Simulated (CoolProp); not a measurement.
o-xylene along the isotherm 346.85 °C: density (kg/m³) from the reference equation and from simpler models built on Tc = 357.1 °C, pc = 3.737 MPa, ω = 0.312; each cubic takes its own stable root.

Computed with CoolProp (reference Helmholtz-energy equation of state, Zhou 2012).

```tsv
p (MPa)	phase	reference	Redlich-Kwong	Peng-Robinson
0.156	gas	3.267	3.262	3.268
0.311	gas	6.627	6.605	6.629
0.467	gas	10.13	10.08	10.14
0.623	gas	13.77	13.68	13.78
0.779	gas	17.56	17.41	17.58
0.934	gas	21.49	21.26	21.51
1.09	gas	25.63	25.29	25.64
1.25	gas	30.09	29.61	30.10
1.4	gas	34.49	33.85	34.48
1.56	gas	39.45	38.60	39.42
1.71	gas	44.39	43.29	44.33
1.87	gas	50.03	48.60	49.90
```
